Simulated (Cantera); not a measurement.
## Thermodynamics of roasting and sulfation, feed CaO + H2S + H2O

A closed system holds: 1 mol CaO, a varied amount of H2S, 10 mol H2O, at 1398.15 K and 63.0 Torr.

Cantera equilibrium calculation (NASA polynomials, part measured and part estimated; ideal gas, pure solids and liquids). Candidate condensed phases: Ca, CaO, Ca(OH)2, CaS, CaSO4, H2O, H2SO4, S; 25 gas species. Mutual solubility and eutectic melting of coexisting phases are not modelled. Rates play no part.

At 0.18 mol H2S the condensed part is CaO(s). From 0.44 mol H2S to 1.2 mol H2S the condensed part is CaO(s) + CaS(s). From 1.5 mol H2S to 2.6 mol H2S the condensed part is CaS(s).

| n(H2S) (mol) | log p H2O | log p H2 | log p H2S | log p S2 | log p SO2 | log p SH | log p SO | n CaO(s) | n CaS(s) |
|---|---|---|---|---|---|---|---|---|---|
| 0.18 | -1.11 | -2.39 | -4.04 | -4.87 | -2.88 | -5.61 | -5.03 | 1.000 | 0 |
| 0.44 | -1.12 | -2.24 | -3.40 | -3.91 | -2.74 | -5.05 | -4.72 | 0.879 | 0.121 |
| 0.71 | -1.12 | -2.24 | -3.40 | -3.91 | -2.74 | -5.05 | -4.72 | 0.617 | 0.383 |
| 0.98 | -1.12 | -2.24 | -3.40 | -3.91 | -2.74 | -5.05 | -4.72 | 0.355 | 0.645 |
| 1.2 | -1.12 | -2.24 | -3.40 | -3.91 | -2.74 | -5.05 | -4.72 | 0.142 | 0.858 |
| 1.5 | -1.13 | -2.16 | -3.11 | -3.47 | -2.69 | -4.80 | -4.59 | 0 | 1.000 |
| 1.8 | -1.15 | -2.08 | -2.82 | -3.05 | -2.67 | -4.55 | -4.47 | 0 | 1.00 |
| 2 | -1.16 | -2.05 | -2.71 | -2.89 | -2.68 | -4.45 | -4.44 | 0 | 1.00 |
| 2.3 | -1.17 | -2.01 | -2.58 | -2.73 | -2.71 | -4.35 | -4.41 | 0 | 1.00 |
| 2.6 | -1.18 | -1.98 | -2.49 | -2.61 | -2.74 | -4.27 | -4.40 | 0 | 1.00 |
log p: log10 of the partial pressure in bar; n: condensed amount in mol.
